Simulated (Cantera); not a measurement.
Cantera run:

```python
import numpy as np
import cantera as ct

gas_names = """
    Br Br2 H HBr H2 Si SiBr SiBr2 SiBr3 SiBr4 SiH SiHBr3 SiH2 SiH2Br2 SiH3 SiH3Br SiH4 Si2 Si3
""".split()
cond_names = """
    Br2(cr) Br2(L) Si(cr) Si(L)
""".split()


def load(file, names, dense=False):
    # The tables refer to 1 bar. Condensed volumes are neglected.
    table = {s.name: s for s in ct.Species.list_from_file(file)}
    out = []
    for n in names:
        d = dict(table[n].input_data)
        d["thermo"] = dict(d["thermo"], **{"reference-pressure": 1e5})
        if dense:
            d["equation-of-state"] = {"model": "constant-volume", "density": "1e6 g/cm^3"}
        out.append(ct.Species.from_dict(d))
    return out


gas = ct.Solution(thermo="ideal-gas", species=load("nasa_gas.yaml", gas_names))
cond = {s.name: ct.Solution(thermo="fixed-stoichiometry", species=[s], name=s.name)
        for s in load("nasa_condensed.yaml", cond_names, dense=True)}
atoms = {
    'Si': {'Si': 1},
    'HBr': {'H': 1, 'Br': 1},
    'H2': {'H': 2},
}
top_T = {}  # K; cautious upper limits of use, not melting points


def equilibrate(T, P, feed):
    n = {}
    for name, mol in feed.items():
        for a, k in atoms[name].items():
            n[a] = n.get(a, 0.0) + k * mol
    gas.TPX = T, P, n
    mass = sum(n.values()) * gas.mean_molecular_weight
    gas.equilibrate("TP")
    valid = [c for c in cond.values() if c.min_temp <= T <= top_T.get(c.name, c.max_temp)]
    mix = ct.Mixture([(gas, mass / gas.mean_molecular_weight)] + [(c, 0.0) for c in valid])
    mix.T, mix.P = T, P
    mix.equilibrate("TP", solver="vcs", rtol=1e-11, max_steps=5000)
    return mix


results = []
feed = {'Si': 1, 'HBr': 23, 'H2': 40}  # mol
P = 133.322  # Pa
for T in [500, 600, 700, 800, 900, 1000, 1100, 1200, 1300, 1400, 1500, 1600, 1700]:
    mix = equilibrate(T, P, feed)
    results.append((T, P, feed, dict(zip(mix.species_names, mix.species_moles))))

top = {s: max(r[3][s] / sum(r[3][g] for g in gas_names) for r in results) for s in gas_names}
cols = sorted((s for s in top if top[s] > 1e-06), key=lambda s: -top[s])[:7]
seen = [c for c in cond_names if any(r[3].get(c, 0) > 1e-12 for r in results)]
print("log10 of partial pressures in bar; condensed amounts in mol")
print(f"{'T/K':>10s}" + "".join(f"{s[:9]:>10s}" for s in cols + seen))
for T, P, feed, n in results:
    ng = sum(n[g] for g in gas_names)
    print(f"{T:10.4g}" + "".join(f"{np.log10(max(n[s] / ng * P / 1e5, 1e-99)):10.3f}" for s in cols)
          + "".join(f"{n.get(c, 0):10.4g}" for c in seen))
```

Result:

```
log10 of partial pressures in bar; condensed amounts in mol
       T/K        H2       HBr        Br     SiBr4     SiBr2         H     SiBr3
       500    -3.044    -3.389   -15.147    -4.667   -21.294   -21.680   -15.851
       600    -3.044    -3.389   -12.538    -4.668   -16.311   -17.857   -12.801
       700    -3.044    -3.389   -10.668    -4.668   -12.774   -15.119   -10.634
       800    -3.044    -3.389    -9.261    -4.668   -10.138   -13.060    -9.017
       900    -3.044    -3.389    -8.162    -4.670    -8.100   -11.454    -7.766
      1000    -3.045    -3.388    -7.280    -4.681    -6.492   -10.166    -6.782
      1100    -3.049    -3.380    -6.547    -4.808    -5.319    -9.112    -6.107
      1200    -3.057    -3.362    -5.921    -5.347    -4.807    -8.233    -5.994
      1300    -3.060    -3.358    -5.403    -6.154    -4.703    -7.486    -6.238
      1400    -3.061    -3.365    -4.970    -6.936    -4.685    -6.843    -6.528
      1500    -3.060    -3.382    -4.604    -7.646    -4.683    -6.284    -6.803
      1600    -3.058    -3.414    -4.301    -8.306    -4.686    -5.794    -7.065
      1700    -3.056    -3.466    -4.058    -8.942    -4.697    -5.360    -7.327
```

Method: chemical equilibrium by Gibbs-energy minimisation in Cantera with the NASA 1993 tables (ideal gas, pure condensed phases). The tables' values for SiBr3, SiBr are old estimates; treat these amounts as uncertain.
